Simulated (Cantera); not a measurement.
Charge: 1 mol Si3N4, 3.3 mol CO2, 550 mol H2, equilibrated at 1352 °C and 100000 Pa.

Equilibrium computed with Cantera from the NASA thermochemical tables; the gas is ideal and each condensed phase is pure. Candidate condensed phases: C, C6H6, C7H8, C8H18, H2O, Si, SiC, SiO2, Si2N2O, Si3N4; 151 gas species. Mutual solubility and eutectic melting of coexisting phases are not modelled. The tables hold silica as quartz up to 1696 K and as liquid above; real silica turns to tridymite and cristobalite and melts near 1996 K. Equilibrium is a limit: real reactors are often held back by kinetics, nucleation or transport.

Base state: H2 0.991, CO 0.00589, N2 0.00208, SiO 0.000381, H2O 0.000124, H 7.02e-5, CH4 5.08e-5 (mole fractions); condensed: SiO2(β-quartz) + Si2N2O(s).

Q: What changes in the equilibrium state with this change: temperature from 1352 °C to 1527 °C?

A: 
| species | before | after |
|---|---|---|
| H2 | 0.991 | 0.984 |
| CO | 0.00589 | 0.00591 |
| SiO | 0.000381 | 0.00524 |
| N2 | 0.00208 | 0.00358 |
| CH4 | 5.08e-5 | 3.00e-6 |
| H | 7.02e-5 | 0.000355 |
| H2O | 0.000124 | 0.000412 |
| SiO2(β-quartz), mol | 1.10 | 0 |
| Si2N2O(s), mol | 0.842 | 0 |
| SiO2(condensed), mol | 0 | 0.0725 |
